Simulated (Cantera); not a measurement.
A perfectly stirred reactor is fed with 8.42 % CH4, 2.86 % CO, 18.6 % O2, 70.1 % N2, equivalence ratio 0.98, at 1000000 Pa; it is adiabatic with a 498 K inlet, and is followed from long to short residence time, starting on the burning branch (τ in s: 0.042, 0.022, 0.011, 0.006, 0.0031, 0.0016, 0.00086, 0.00045, 0.00023, 0.00012, 6.4e-05).

Model: GRI-Mech 3.0 (53 species, 325 reactions), integrated in Cantera.

x: mole fraction; the columns are a selection and need not sum to one.

```json
[
 {"τ (s)": "0.042", "T (K)": "2384", "x CH4": "[?]", "x CO": "0.00832", "x O2": "0.00667", "x N2O": "5.28e-7", "x H2O": "0.166", "x O": "0.000213"},
 {"τ (s)": "0.022", "T (K)": "2383", "x CH4": "[?]", "x CO": "0.00846", "x O2": "0.00692", "x N2O": "5.41e-7", "x H2O": "0.166", "x O": "0.000221"},
 {"τ (s)": "0.011", "T (K)": "2381", "x CH4": "[?]", "x CO": "0.00874", "x O2": "0.00730", "x N2O": "5.58e-7", "x H2O": "0.166", "x O": "0.000236"},
 {"τ (s)": "0.0060", "T (K)": "2378", "x CH4": "[?]", "x CO": "0.00920", "x O2": "0.00774", "x N2O": "5.77e-7", "x H2O": "0.165", "x O": "0.000256"},
 {"τ (s)": "0.0031", "T (K)": "2370", "x CH4": "[?]", "x CO": "0.0100", "x O2": "0.00839", "x N2O": "6.05e-7", "x H2O": "0.165", "x O": "0.000289"},
 {"τ (s)": "0.0016", "T (K)": "2358", "x CH4": "[?]", "x CO": "0.0113", "x O2": "0.00928", "x N2O": "6.42e-7", "x H2O": "0.164", "x O": "0.000342"},
 {"τ (s)": "0.00086", "T (K)": "2341", "x CH4": "[?]", "x CO": "0.0130", "x O2": "0.0104", "x N2O": "6.82e-7", "x H2O": "0.163", "x O": "0.000418"},
 {"τ (s)": "0.00045", "T (K)": "2317", "x CH4": "[?]", "x CO": "0.0154", "x O2": "0.0119", "x N2O": "7.23e-7", "x H2O": "0.162", "x O": "0.000533"},
 {"τ (s)": "0.00023", "T (K)": "2284", "x CH4": "[?]", "x CO": "0.0185", "x O2": "0.0139", "x N2O": "7.53e-7", "x H2O": "0.160", "x O": "0.000702"},
 {"τ (s)": "0.00012", "T (K)": "2245", "x CH4": "[?]", "x CO": "0.0221", "x O2": "0.0163", "x N2O": "7.63e-7", "x H2O": "0.158", "x O": "0.000917"},
 {"τ (s)": "6.4e-5", "T (K)": "2199", "x CH4": "[?]", "x CO": "0.0265", "x O2": "0.0192", "x N2O": "7.51e-7", "x H2O": "0.156", "x O": "0.00116"}
]
```

Q: Fill in the missing entries.

A: 
- 0.042, x CH4: 1.10e-6
- 0.022, x CH4: 2.05e-6
- 0.011, x CH4: 3.92e-6
- 0.0060, x CH4: 6.82e-6
- 0.0031, x CH4: 1.22e-5
- 0.0016, x CH4: 2.12e-5
- 0.00086, x CH4: 3.48e-5
- 0.00045, x CH4: 5.74e-5
- 0.00023, x CH4: 9.57e-5
- 0.00012, x CH4: 0.000159
- 6.4e-5, x CH4: 0.000267
